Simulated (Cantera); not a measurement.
Input: 1 mol C2H6, 0.54 mol O2, 38 mol H2, equilibrated at 2573 K and 1.10 bar.

These are equilibrium values from Cantera (NASA tables, ideal gas, pure condensed phases), not measurements of a reactor. Equilibrium is a limit: real reactors are often held back by kinetics, nucleation or transport.

```tsv
species	before	after
H	0.0316	0.881
H2	0.932	0.0987
CO	0.0253	0.0142
C2H2 (acetylene)	0.0105	0.000572
CH4	0.000113	<1e-9
C	3.53e-7	0.00185
C2	9.83e-8	0.000370
CH3	6.75e-5	1.95e-8
C3	9.26e-7	0.00250
C4H2	4.91e-5	1.37e-6
```
Gas species are given as mole fractions.

Problem. Name the change that produced these shifts.
(A) temperature from 2573 K to 2900 K
(B) C2H6 replaced by acetone
(C) pressure from 1.10 bar to 3.40 mbar
(D) pressure from 1.10 bar to 15.0 Pa

Solution. D, pressure from 1.10 bar to 15.0 Pa
